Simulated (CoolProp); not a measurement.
Vapour-liquid equilibrium of hexamethyldisiloxane (MM) (1) + toluene (2) at 53.65 °C; x and y are mole fractions of (1).

Model: multi-fluid Helmholtz-energy mixture model, Thol 2016 and Lemmon 2006; pair parameters Bell 2016, in CoolProp.

| x | bubble pressure (bar) | y at the bubble point | dew pressure at overall composition x (bar) | liquid density (mol/L) |
|---|---|---|---|---|
| 0.05 | 0.1493 | 0.087 | 0.1467 | 8.681 |
| 0.2 | 0.1654 | 0.300 | 0.1576 | 7.672 |
| 0.35 | 0.1784 | 0.461 | 0.1694 | 6.840 |
| 0.5 | 0.1885 | 0.591 | 0.1815 | 6.143 |
| 0.65 | 0.1960 | 0.708 | 0.1925 | 5.554 |
| 0.8 | 0.2012 | 0.823 | 0.2004 | 5.051 |
| 0.95 | 0.2037 | 0.952 | 0.2037 | 4.618 |

No azeotrope shows between x = 0.05 and 0.95.

The pair parameters rest on a limited set of measurements; away from them the model extrapolates.
